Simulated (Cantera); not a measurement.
Input: 1 mol CF4, 0.065 mol F2, held at 700 K and 75.0 Torr.

These are equilibrium values from Cantera (NASA tables, ideal gas, pure condensed phases), not measurements of a reactor. Candidate condensed phases: C; 13 gas species. Condensed phases not in the tables: fluorocarbon polymer. Gases not in the tables: C2F6 and larger saturated fluorocarbons. Kinetics and transport are ignored.

Base state: CF4 0.938, F2 0.0604, F 0.00112 (mole fractions); condensed: gas only.

**Question.** What changes in the equilibrium state with this change: CF4 replaced by c-C4F8?

**Answer.** 
```json
[
 {"species": "CF4", "before": "0.938", "after": "1.00"},
 {"species": "F2", "before": "0.0604", "after": "<1e-9"},
 {"species": "F", "before": "0.00112", "after": "<1e-9"},
 {"species": "C(graphite), mol", "before": "0", "after": "1.97"}
]
```
The feed counts by its element totals alone.

**Question.** What changes in the equilibrium state with this change: temperature from 700 K to 1023.15 K?

**Answer.** 
```
species   before   after
-------  -------  ------
CF4        0.938   0.909
F        0.00112  0.0639
F2        0.0604  0.0271
```
